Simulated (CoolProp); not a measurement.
Isopentane along the isotherm 500 K: density (kg/m³) from the reference equation and from simpler models built on Tc = 460.3 K, pc = 33.78 bar, ω = 0.227; each cubic takes its own stable root.

The numbers come from the reference Helmholtz-energy equation of state, Lemmon 2006 in CoolProp. It is a short technical equation, of lower accuracy than the large ones.

```tsv
p (bar)	phase	reference
1.41	gas	2.474
2.82	gas	5.005
4.22	gas	7.576
5.63	gas	10.23
7.04	gas	12.95
8.45	gas	15.73
9.85	gas	18.58
11.3	gas	21.60
12.7	gas	24.61
14.1	gas	27.70
15.5	gas	30.89
16.9	gas	34.19
```

How far does each simpler model (Soave-Redlich-Kwong, Peng-Robinson) lie from the reference over these 12 states: mean and median of the absolute difference, and the worst?


- Soave-Redlich-Kwong: mean 0.2 %, median 0.2 %, worst -0.4 % at 500 K and 16.9 bar
- Peng-Robinson: mean 0.8 %, median 0.9 %, worst +1.5 % at 500 K and 16.9 bar
